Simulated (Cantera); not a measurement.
Charge: 1 mol SiHCl3, 5.6 mol NH3, equilibrated at 1673 K.

Method: chemical equilibrium by Gibbs-energy minimisation in Cantera with the NASA 1993 tables (ideal gas, pure condensed phases). Candidate condensed phases: NH4Cl, Si, Si3N4; 28 gas species. Kinetics and transport are ignored.

### Question
What share of the Si ends up in condensed phases as a function of P (Pa), at 5, 21, 85, 350, 1400, 5900, 24000, 100000?

### Answer
```
P (Pa)  Si condensed (%)        as
------  ----------------  --------
5                    6.0     Si(s)
21                  15.1     Si(s)
85                  17.4     Si(s)
350                 18.0     Si(s)
1400                34.7  Si3N4(s)
5900                56.8  Si3N4(s)
24000               74.0  Si3N4(s)
100000              84.8  Si3N4(s)
```
